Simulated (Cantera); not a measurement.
## Transport properties of process gases

Gas mixture: C3H8 : CO2 = 0.38 : 0.53 (molar parts), at 0.0770 atm, frozen composition.

Cantera's kinetic-theory transport with the Lennard-Jones parameters of GRI-Mech 3.0, ideal gas; thermal conductivity in the multicomponent form. The composition is frozen, though it would react at the higher temperatures.

| T (K) | ρ (kg/m³) | cp (J/kg/K) | μ (µPa s) | λ (mW/m/K) | Pr | D (cm²/s) O | D (cm²/s) NH3 | D (cm²/s) NO |
|---|---|---|---|---|---|---|---|---|
| 400 | 0.103 | 1438 | 15.2 | 27.3 | 0.802 | 4.69 | 3.11 | 2.93 |
| 550 | 0.0751 | 1754 | 20.1 | 43.6 | 0.808 | 8.20 | 5.77 | 5.15 |
| 700 | 0.0590 | 2009 | 24.4 | 60.3 | 0.812 | 12.4 | 9.07 | 7.82 |
| 850 | 0.0486 | 2210 | 28.2 | 76.7 | 0.814 | 17.3 | 12.9 | 10.9 |
| 1000 | 0.0413 | 2374 | 31.8 | 92.7 | 0.815 | 22.7 | 17.3 | 14.3 |
| 1150 | 0.0359 | 2493 | 35.2 | 108 | 0.815 | 28.7 | 22.2 | 18.2 |
D: mixture-averaged diffusion coefficient of that species in the mixture.
